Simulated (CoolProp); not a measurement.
Octamethyltrisiloxane (MDM) along the isotherm 301.85 °C: Z from the reference equation and from simpler models built on Tc = 292.2 °C, pc = 1.438 MPa, ω = 0.528; each cubic takes its own stable root.

The numbers come from the reference Helmholtz-energy equation of state, Thol 2017 in CoolProp.

| p (MPa) | phase | reference |
|---|---|---|
| 1.2 | gas | 0.6445 |
| 2.4 | supercritical | 0.2777 |
| 3.59 | supercritical | 0.3737 |
| 4.79 | supercritical | 0.4724 |
| 5.99 | supercritical | 0.5694 |
| 7.19 | supercritical | 0.6646 |
| 8.39 | supercritical | 0.7581 |
| 9.58 | supercritical | 0.8494 |
| 10.8 | supercritical | 0.9416 |
| 12 | supercritical | 1.031 |
| 13.2 | supercritical | 1.120 |
| 14.4 | supercritical | 1.207 |

Q: How far does each simpler model (van der Waals, Redlich-Kwong, Peng-Robinson) lie from the reference over these 12 states: mean and median of the absolute difference, and the worst?

A: 
- van der Waals: mean 32.7 %, median 34.7 %, worst +37.1 % at 301.85 °C and 2.4 MPa
- Redlich-Kwong: mean 6.2 %, median 5.1 %, worst +15.2 % at 301.85 °C and 2.4 MPa
- Peng-Robinson: mean 4.5 %, median 4.9 %, worst +7.3 % at 301.85 °C and 2.4 MPa
